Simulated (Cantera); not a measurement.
A closed system holds: 1 mol (CH₃)₂SiCl₂, 0.78 mol CH₄, 610 mol H₂, held at 0.510 bar.

Equilibrium computed with Cantera from the NASA thermochemical tables; the gas is ideal and each condensed phase is pure. Candidate condensed phases: C, C₆H₆, C₇H₈, C₈H₁₈, Si, SiC; 109 gas species. The feed counts by its element totals alone. The tables' values for SiCl are old estimates; treat these amounts as uncertain. Gases not in the tables: Si₂H₆ and higher silanes. Kinetics and transport are ignored.

log p: log10 of the partial pressure in bar; n: condensed amount in mol.

```json
[
 {"T (K)": "1723", "log p H₂": "-0.29", "log p H": "-3.89", "log p HCl": "-2.78", "log p C₂H₂ (acetylene)": "-4.34", "log p Si": "-7.79", "log p CH₄": "-3.59", "n C(graphite)": "1.35", "n SiC(s)": "0.999"},
 {"T (K)": "1823", "log p H₂": "-0.29", "log p H": "?", "log p HCl": "-2.78", "log p C₂H₂ (acetylene)": "?", "log p Si": "?", "log p CH₄": "?", "n C(graphite)": "1.29", "n SiC(s)": "0.999"},
 {"T (K)": "1923", "log p H₂": "-0.29", "log p H": "-3.17", "log p HCl": "-2.78", "log p C₂H₂ (acetylene)": "-3.64", "log p Si": "-6.16", "log p CH₄": "-3.87", "n C(graphite)": "1.06", "n SiC(s)": "0.996"},
 {"T (K)": "2023", "log p H₂": "-0.30", "log p H": "-2.87", "log p HCl": "-2.78", "log p C₂H₂ (acetylene)": "-3.34", "log p Si": "-5.47", "log p CH₄": "-3.99", "n C(graphite)": "0.563", "n SiC(s)": "0.988"},
 {"T (K)": "2123", "log p H₂": "-0.30", "log p H": "-2.59", "log p HCl": "-2.78", "log p C₂H₂ (acetylene)": "-3.15", "log p Si": "-4.81", "log p CH₄": "-4.13", "n C(graphite)": "0", "n SiC(s)": "0.958"},
 {"T (K)": "2223", "log p H₂": "-0.30", "log p H": "-2.34", "log p HCl": "-2.79", "log p C₂H₂ (acetylene)": "-3.11", "log p Si": "-4.14", "log p CH₄": "-4.34", "n C(graphite)": "0", "n SiC(s)": "0.832"},
 {"T (K)": "2323", "log p H₂": "-0.30", "log p H": "?", "log p HCl": "-2.79", "log p C₂H₂ (acetylene)": "?", "log p Si": "?", "log p CH₄": "?", "n C(graphite)": "0", "n SiC(s)": "?"},
 {"T (K)": "2423", "log p H₂": "-0.31", "log p H": "-1.90", "log p HCl": "-2.80", "log p C₂H₂ (acetylene)": "-2.97", "log p Si": "-3.28", "log p CH₄": "-4.66", "n C(graphite)": "0", "n SiC(s)": "0"},
 {"T (K)": "2523", "log p H₂": "-0.31", "log p H": "-1.71", "log p HCl": "-2.80", "log p C₂H₂ (acetylene)": "-2.97", "log p Si": "-3.24", "log p CH₄": "-4.83", "n C(graphite)": "0", "n SiC(s)": "0"}
]
```

Task: Fill in the missing entries.

Result: 
- 1823, log p H: -3.51
- 1823, log p C₂H₂ (acetylene): -3.97
- 1823, log p Si: -6.93
- 1823, log p CH₄: -3.74
- 2323, log p H: -2.11
- 2323, log p C₂H₂ (acetylene): -3.03
- 2323, log p Si: -3.55
- 2323, log p CH₄: -4.50
- 2323, n SiC(s): 0.402
